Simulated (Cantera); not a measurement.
Charge: 1 mol Pb, 0.014 mol O₂, 28 mol H₂, at 22.0 Pa.

Equilibrium computed with Cantera from the NASA thermochemical tables; the gas is ideal and each condensed phase is pure. Candidate condensed phases: H₂O, Pb, PbO, PbO₂, Pb₃O₄; 12 gas species. The numbers say what is thermodynamically allowed, not how fast it happens.

Question: Which condensed phases are stable at each of these points (T (K)): 523, 573, 623, 673, 723, 773, 823, 873, 923, 973?

Answer: 
```tsv
T (K)	condensed phases	Pb condensed (%)
523	Pb(s)	100.0
573	Pb(s)	100.0
623	Pb(l)	100.0
673	Pb(l)	100.0
723	Pb(l)	100.0
773	Pb(l)	99.7
823	Pb(l)	98.3
873	Pb(l)	91.9
923	Pb(l)	67.3
973	gas only	0.0
```

From 523 K to 573 K the condensed part is Pb(s). From 623 K to 923 K the condensed part is Pb(l). At 973 K nothing is condensed.
